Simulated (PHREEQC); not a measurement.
**Nickel, zinc or cadmium bath: speciation**

Make-up at 25 °C: 0.11 mol CdSO4 and 0.0057 mol HCl per kg of water. Closed to the air; pH follows from the charge balance.

Computed with PHREEQC (ion-association model, phreeqc.dat).

| Property | Value |
|---|---|
| pH | 2.65 |
| ionic strength | 0.204 mol/kgw |
| density | 1.019 g/cm³ |
| total alkalinity | -5.70 meq/kg |

```tsv
species	molality	activity	log γ
Cd+2	0.0494	0.0153	-0.510
CdSO4	0.0418	0.0438	0.020
SO4-2	0.0343	0.00996	-0.537
Cd(SO4)2-2	0.0155	0.00479	-0.510
CdCl+	0.00330	0.00246	-0.127
HSO4-	0.00290	0.00216	-0.127
H+	0.00280	0.00223	-0.099
Cl-	0.00236	0.00169	-0.146
CdCl2	1.65e-5	1.73e-5	0.020
CdCl3-	2.48e-8	1.85e-8	-0.127
```

Precipitation was switched off in this run.
